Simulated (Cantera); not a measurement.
Charge: 1 mol C3H6, 1.8 mol CO2, held at 2702 °C and 3.80 bar.

Equilibrium computed with Cantera from the NASA thermochemical tables; the gas is ideal and each condensed phase is pure. Candidate condensed phases: C, C6H6, C7H8, C8H18, H2O; 110 gas species. Kinetics and transport are ignored.

Base state: CO 0.532, H2 0.396, H 0.0472, C2H2 (acetylene) 0.0229, C4H2 0.000552, C2H 0.000452, CH3 9.07e-5, C2H2 (vinylidene) 6.81e-5 (mole fractions); condensed: C(graphite).

What changes in the equilibrium state with this change: pressure from 3.80 bar to 2.30 mbar?


| species | before | after |
|---|---|---|
| H | 0.0472 | 0.547 |
| CO | 0.532 | 0.369 |
| H2 | 0.396 | 0.0322 |
| C | 1.05e-5 | 0.0116 |
| C3 | 6.27e-5 | 0.0314 |
| C2H2 (acetylene) | 0.0229 | 0.000840 |
| CH4 | 4.77e-5 | <1e-9 |
| C3H3 (propargyl) | 1.25e-5 | 2.15e-9 |
| CH3 | 9.07e-5 | 3.48e-8 |
| C2 | 6.34e-6 | 0.00472 |
| C4 | 1.97e-7 | 6.62e-5 |
| C(graphite), mol | 0.865 | 0 |
